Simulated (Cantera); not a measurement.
Feed: 1 mol V2O5, 91 mol H2, held at 1148.15 K and 26000 Pa.

Method: chemical equilibrium by Gibbs-energy minimisation in Cantera with the NASA 1993 tables (ideal gas, pure condensed phases). Candidate condensed phases: H2O, V, VO, V2O3, V2O4, V2O5; 12 gas species. Condensed phases not in the tables: the oxides between V2O3 and V2O5 other than VO2. Rates play no part.

Base state: H2 0.978, H2O 0.0220 (mole fractions); condensed: V2O3(s).

**Question.** What changes in the equilibrium state with this change: V2O5 replaced by TiO2?

**Answer.** 
```
species            before     after
-----------------  ------  --------
H2                  0.978     0.999
H2O                0.0220  0.000580
V2O3(s), mol         1.00         0
TiO2(rutile), mol       0     0.789
Ti4O7(s), mol           0    0.0528
```
Mutual solubility and eutectic melting of coexisting phases are not modelled. Condensed phases not in the tables: Magnéli phases beyond Ti4O7. Further candidate phases: Ti, TiO, TiO2, Ti2O3, Ti3O5, Ti4O7.
